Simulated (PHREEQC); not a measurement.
Solution (25 °C): 0.0044 mol/kgw TMAH, 0.0046 mol/kgw K2SiO3 and 0.00018 mol/kgw K2CO3. Closed to the air; pH follows from the charge balance.

The numbers come from PHREEQC with the ion-association model, phreeqc.dat.

Each row changes one thing in this solution. No solid was allowed to form.

```json
[
 {"case": "as made", "pH": "11.88", "ionic strength (mol/kgw)": "0.0144", "H3SiO4- (mol/kgw)": "0.00426", "H2SiO4-2 (mol/kgw)": "0.000311", "H4SiO4 (mol/kgw)": "3.34e-5", "HCO3- (mol/kgw)": "3.49e-6", "SI of Quartz (SiO2)": "-0.49"},
 {"case": "diluted 100-fold with water", "pH": "10.03", "ionic strength (mol/kgw)": "0.000140", "H3SiO4- (mol/kgw)": "2.82e-5", "H2SiO4-2 (mol/kgw)": "2.12e-8", "H4SiO4 (mol/kgw)": "1.78e-5", "HCO3- (mol/kgw)": "1.19e-6", "SI of Quartz (SiO2)": "-0.77"},
 {"case": "TMAH from 0.0044 to 0.0066 mol/kgw", "pH": "11.97", "ionic strength (mol/kgw)": "0.0167", "H3SiO4- (mol/kgw)": "0.00419", "H2SiO4-2 (mol/kgw)": "0.000385", "H4SiO4 (mol/kgw)": "2.65e-5", "HCO3- (mol/kgw)": "2.78e-6", "SI of Quartz (SiO2)": "-0.59"},
 {"case": "K2CO3 from 0.00018 to 0.0018 mol/kgw", "pH": "11.88", "ionic strength (mol/kgw)": "0.0193", "H3SiO4- (mol/kgw)": "0.00425", "H2SiO4-2 (mol/kgw)": "0.000319", "H4SiO4 (mol/kgw)": "3.33e-5", "HCO3- (mol/kgw)": "3.39e-5", "SI of Quartz (SiO2)": "-0.50"},
 {"case": "diluted 2-fold with water", "pH": "11.61", "ionic strength (mol/kgw)": "0.00714", "H3SiO4- (mol/kgw)": "0.00219", "H2SiO4-2 (mol/kgw)": "7.74e-5", "H4SiO4 (mol/kgw)": "3.37e-5", "HCO3- (mol/kgw)": "3.54e-6", "SI of Quartz (SiO2)": "-0.49"},
 {"case": "temperature from 25 to 35 °C", "pH": "11.57", "ionic strength (mol/kgw)": "0.0144", "H3SiO4- (mol/kgw)": "0.00427", "H2SiO4-2 (mol/kgw)": "0.000281", "H4SiO4 (mol/kgw)": "4.97e-5", "HCO3- (mol/kgw)": "5.90e-6", "SI of Quartz (SiO2)": "-0.46"}
]
```

(CH3)4N+ isn't in the database: it is added as a free cation with an ion size of 4 Å.
